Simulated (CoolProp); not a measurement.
Properties of 1-butene along the isotherm 199.65 °C (Tc = 146.1 °C, pc = 4006 kPa, ω = 0.192).

The numbers come from the reference Helmholtz-energy equation of state, Lemmon 2005 in CoolProp. It is a short technical equation, of lower accuracy than the large ones.

| p (kPa) | phase | density (kg/m³) | cp (kJ/(kg K)) | speed of sound (m/s) | fugacity coefficient |
|---|---|---|---|---|---|
| 250 | gas | 3.622 | 2.215 | 270.6 | 0.9854 |
| 501 | gas | 7.370 | 2.231 | 267.1 | 0.9709 |
| 751 | gas | 11.22 | 2.249 | 263.6 | 0.9565 |
| 1000 | gas | 15.19 | 2.268 | 259.9 | 0.9422 |
| 1250 | gas | 19.31 | 2.288 | 256.2 | 0.9280 |
| 1500 | gas | 23.59 | 2.310 | 252.5 | 0.9139 |
| 1750 | gas | 28.02 | 2.335 | 248.7 | 0.8999 |
| 2000 | gas | 32.64 | 2.361 | 244.8 | 0.8859 |
